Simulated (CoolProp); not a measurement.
Properties of methanol along the isobar 189 bar.

The numbers come from the reference Helmholtz-energy equation of state, de Reuck 1993 in CoolProp.

| T (°C) | phase | density (kg/m³) | cv (kJ/(kg K)) | viscosity (µPa s) |
|---|---|---|---|---|
| 197.75 | liquid | 618.0 | 3.074 | 111 |
| 207.65 | liquid | 601.5 | 3.123 | 102 |
| 217.65 | liquid | 583.3 | 3.172 | 93.6 |
| 227.55 | liquid | 563.6 | 3.219 | 85.7 |
| 237.45 | liquid | 541.8 | 3.264 | ? |
| 247.45 | supercritical | 517.0 | 3.310 | 71.2 |
| 257.35 | supercritical | 489.1 | 3.354 | 64.6 |
| 267.35 | supercritical | 456.7 | 3.399 | 58.2 |
| 277.25 | supercritical | 420.4 | 3.439 | 52.4 |
| 287.15 | supercritical | 379.6 | 3.468 | 47.0 |
| 297.15 | supercritical | 334.2 | 3.473 | 42.0 |
| 307.05 | supercritical | 292.8 | 3.445 | 38.4 |
| 317.05 | supercritical | 257.1 | ? | ? |
| 326.95 | supercritical | 228.3 | 3.330 | ? |
| 336.95 | supercritical | ? | 3.260 | 32.0 |
| 346.85 | supercritical | ? | ? | 30.9 |

Problem. What belongs in the gaps?

Solution. 
- 237.45, viscosity (µPa s): 78.3
- 317.05, cv (kJ/(kg K)): 3.394
- 317.05, viscosity (µPa s): 35.7
- 326.95, viscosity (µPa s): 33.6
- 336.95, density (kg/m³): 206.3
- 346.85, density (kg/m³): 189.9
- 346.85, cv (kJ/(kg K)): 3.193

Viscosity comes from a separate model (Xiang 2006).
